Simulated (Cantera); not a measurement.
## Aluminium nitride and oxide growth: Al + N2O + H2

Input: 1 mol Al, 15 mol N2O, a varied amount of H2, equilibrated at 577 °C and 13.0 Pa.

These are equilibrium values from Cantera (NASA tables, ideal gas, pure condensed phases), not measurements of a reactor. Candidate condensed phases: Al, AlN, Al2O3, H2O; 35 gas species. Kinetics and transport are ignored.

```tsv
n(H2) (mol)	log p H2	log p N2	log p H2O	log p NH3	n Al2O3(s)
18	-4.75	-4.23	-4.27	-11.97	0.500
31	-4.31	-4.37	-4.42	-11.38	0.500
43	-4.18	-4.47	-4.52	-11.24	0.500
55	-4.11	-4.56	-4.60	-11.18	0.500
68	-4.07	-4.63	-4.67	-11.15	0.500
80	-4.04	-4.69	-4.73	-11.14	0.500
92	-4.02	-4.74	-4.79	-11.13	0.500
100	-4.01	-4.77	-4.82	-11.13	0.500
120	-3.99	-4.84	-4.89	-11.14	0.500
130	-3.98	-4.87	-4.92	-11.14	0.500
140	-3.97	-4.90	-4.95	-11.14	0.500
150	-3.97	-4.93	-4.97	-11.15	0.500
170	-3.96	-4.98	-5.02	-11.16	0.500
```
log p: log10 of the partial pressure in bar; n: condensed amount in mol.

From 18 mol H2 to 170 mol H2 the condensed part is Al2O3(s).
